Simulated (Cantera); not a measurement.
A closed system holds: 1 mol Ti, 5.2 mol H2, held at 2200 K and 22.5 Torr.

Equilibrium computed with Cantera from the NASA thermochemical tables; the gas is ideal and each condensed phase is pure. Candidate condensed phases: Ti; 3 gas species. The numbers say what is thermodynamically allowed, not how fast it happens.

Base state: H2 0.964, H 0.0319, Ti 0.00358 (mole fractions); condensed: Ti(l).

**Question.** What changes in the equilibrium state with this change: Ti replaced by Ti(OiPr)4?

**Answer.** 
| species | before | after |
|---|---|---|
| H2 | 0.964 | 0.799 |
| CO | 0 | 0.170 |
| H | 0.0319 | 0.0291 |
| Ti | 0.00358 | 8.54e-7 |
| C2H2 (acetylene) | 0 | 0.00205 |
| Ti(l), mol | 0.981 | 0 |
| C(graphite), mol | 0 | 6.90 |
| TiC(s), mol | 0 | 1.000 |
The feed counts by its element totals alone. TiC: taken at fixed stoichiometry. Further candidate phases: C, C6H6, C7H8, C8H18, H2O, TiC, TiO, TiO2, Ti2O3, Ti3O5, Ti4O7.

**Question.** What changes in the equilibrium state with this change: temperature from 2200 K to 1275 K?

**Answer.** 
```
species      before    after
----------  -------  -------
H2            0.964    1.000
H            0.0319  4.26e-6
Ti          0.00358    <1e-9
Ti(l), mol    0.981        0
Ti(β), mol        0     1.00
```

**Question.** What changes in the equilibrium state with this change: temperature from 2200 K to 1223 K?

**Answer.** 
```
species      before    after
----------  -------  -------
H2            0.964    1.000
H            0.0319  1.74e-6
Ti          0.00358    <1e-9
Ti(l), mol    0.981        0
Ti(β), mol        0     1.00
```
